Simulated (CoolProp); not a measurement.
Vapour pressure (MPa) of R13: the reference equation beside estimates from Tc = 29.9 °C, pc = 3.973 MPa, ω = 0.175. Clausius-Clapeyron is anchored at -48.25 °C with a constant enthalpy of vaporisation of 13.70 kJ/mol.

Model: reference Helmholtz-energy equation of state, Platzer 1990, in CoolProp. This equation is an older, rougher fit; its heat capacities, sound speeds and derivatives of the liquid may be far off and weren't checked against measurements.

| T (°C) | reference | Lee-Kesler | Clausius-Clapeyron | van der Waals |
|---|---|---|---|---|
| -83.15 | 0.09225 | 0.08997 | 0.1164 | 0.4428 |
| -71.55 | 0.1668 | 0.1642 | 0.1918 | 0.6110 |
| -59.85 | 0.2819 | 0.2794 | 0.3003 | 0.8190 |
| -48.25 | 0.4473 | 0.4452 | 0.4473 | 1.066 |
| -36.65 | 0.6762 | 0.6744 | 0.6409 | 1.357 |
| -25.05 | 0.9817 | 0.9797 | 0.8877 | 1.693 |
| -13.35 | 1.382 | 1.379 | 1.197 | 2.082 |
| -1.75 | 1.885 | 1.881 | 1.570 | 2.517 |
| 9.85 | 2.512 | 2.510 | 2.014 | 3.004 |

Absolute difference from the reference over all 9 rows, mean and median: Lee-Kesler 0.7 and 0.3 %, Clausius-Clapeyron 12.5 and 13.4 %, van der Waals 139.1 and 100.7 %.
